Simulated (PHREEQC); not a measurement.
A column of 1 m (30 cells, dispersivity 0.035 m, 3600 s a shift, diffusion coefficient 3e-10 m²/s) holds 0.21 eq of the database's cation exchanger X per kg of pore water, first in equilibrium with 0.015 mol/kgw KCl, 0.0045 mol/kgw MgCl2 and 1e-05 mol/kgw HCl. It is flushed with 0.0012 mol/kgw CdCl2, 0.083 mol/kgw ZnSO4 and 1e-05 mol/kgw HCl, at 15 °C. Values are for the last cell. No CO2 enters from the air. Precipitation was switched off in this run.

Base run: PHREEQC, ion-association model, phreeqc.dat. Each further column changes one thing. The table gives Mg in solution (mol/kgw).

```tsv
pore volumes	base	exchange capacity from 0.21 to 0.1 eq/kgw	dispersivity from 0.035 to 0.07 m
0	0.00450	0.00450	0.00450
0.6833	0.00905	0.00906	0.0143
1.35	0.0524	0.0281	0.0443
1.85	0.0305	0.00624	0.0268
2.517	0.00619	0.000511	0.00889
3.183	0.000975	3.38e-5	0.00264
3.683	0.000229	4.08e-6	0.00104
4.35	3.14e-5	2.28e-7	0.000297
5.017	4.07e-6	1.22e-8	8.39e-5
```
